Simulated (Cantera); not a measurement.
**Low-pressure radical oxidation in H2/O2**

An isothermal, constant-pressure homogeneous reactor starts with 30.6 % H₂, 69.4 % O₂, equivalence ratio 0.22, at 1100 K and 0.0267 bar.

Computed with Cantera and GRI-Mech 3.0 (53 species, 325 reactions). Radical loss at walls, strong at low pressure, is not modelled. The temperature is held fixed by assumption; the heat of reaction is taken as removed at once.

```tsv
t (s)	x H₂	x O₂	x H	x H₂O	x HO₂	x OH
2.00e-5	0.306	0.694	9.52e-10	1.22e-10	9.90e-10	1.03e-10
4.85e-5	0.306	0.694	2.82e-9	1.23e-9	2.41e-9	4.27e-10
0.000118	0.306	0.694	1.56e-8	1.56e-8	5.96e-9	2.75e-9
0.000285	0.306	0.694	5.21e-7	7.13e-7	2.07e-8	9.52e-8
0.000691	0.301	0.692	0.00213	0.00298	8.57e-6	0.000388
0.00168	0.0171	0.582	0.0812	0.264	2.80e-5	0.00875
0.00406	0.00498	0.627	0.00965	0.343	3.07e-5	0.00452
0.00985	0.000595	0.638	0.000314	0.359	1.58e-5	0.00137
0.0239	7.38e-5	0.639	1.39e-5	0.360	4.19e-6	0.000483
0.0579	1.23e-5	0.639	1.14e-6	0.361	1.01e-6	0.000212
0.140	2.76e-6	0.639	1.48e-7	0.361	2.86e-7	0.000108
0.340	7.85e-7	0.639	2.55e-8	0.361	9.36e-8	5.99e-5
0.825	2.58e-7	0.639	5.18e-9	0.361	3.41e-8	3.52e-5
2.00	9.23e-8	0.639	1.16e-9	0.361	1.39e-8	2.14e-5
```
x: mole fraction; the columns are a selection and need not sum to one.

Equilibrium at this temperature and pressure: H₂ 3.66e-9, O₂ 0.639, H 9.65e-12, H₂O 0.361, HO₂ 7.05e-9, OH 4.23e-6 (gas phase only).
